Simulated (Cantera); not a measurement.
Input: 1 mol SiC, 0.41 mol Si, 2.7 mol N2, at 1800 °C and 1.20 Pa.

Method: chemical equilibrium by Gibbs-energy minimisation in Cantera with the NASA 1993 tables (ideal gas, pure condensed phases). Candidate condensed phases: C, Si, SiC, Si3N4; 20 gas species. The tables' values for SiN are old estimates; treat these amounts as uncertain. Equilibrium is a limit: real reactors are often held back by kinetics, nucleation or transport.

**Question.** What is the equilibrium state?

**Answer.** 
| Item | Result |
|---|---|
| x(N2) | 0.661 |
| x(Si) | 0.314 |
| x(SiC2) | 0.0181 |
| x(Si2C) | 0.00616 |
| x(CN) | 0.000333 |
| x(SiN) | 0.000195 |
| x(Si2) | 0.000146 |
| x(C3) | 1.31e-5 |
| x(C) | 1.16e-5 |
| n(C(graphite)) | 0.826 mol |
| gas amount | 4.085 mol |
| log10 activity of Si(l) (absent) | -1.42 |
